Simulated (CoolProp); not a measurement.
50 sccm (0 °C, 1 atm) of nitrogen bubbles through liquid R141b at 288.8 K and leaves saturated at a total pressure of 0.15 MPa (ideal gas phase). Each further row changes one setting.

The numbers come from the reference Helmholtz-energy equation of state, Lemmon 2006 in CoolProp. It is a short technical equation, of lower accuracy than the large ones.

```json
[
 {"case": "as stated", "vapour pressure (kPa)": "54.8", "mole fraction of vapour": "0.365", "delivery (mg/min)": "150", "delivery (sccm)": "28.8", "change of delivery for a bath 1 K warmer (%)": "6.6"},
 {"case": "bath temperature 293.8 K", "vapour pressure (kPa)": "66.7", "mole fraction of vapour": "0.444", "delivery (mg/min)": "209", "delivery (sccm)": "40.0", "change of delivery for a bath 1 K warmer (%)": "7.2"},
 {"case": "total pressure 0.3 MPa", "vapour pressure (kPa)": "54.8", "mole fraction of vapour": "0.183", "delivery (mg/min)": "58.3", "delivery (sccm)": "11.2", "change of delivery for a bath 1 K warmer (%)": "5.0"}
]
```
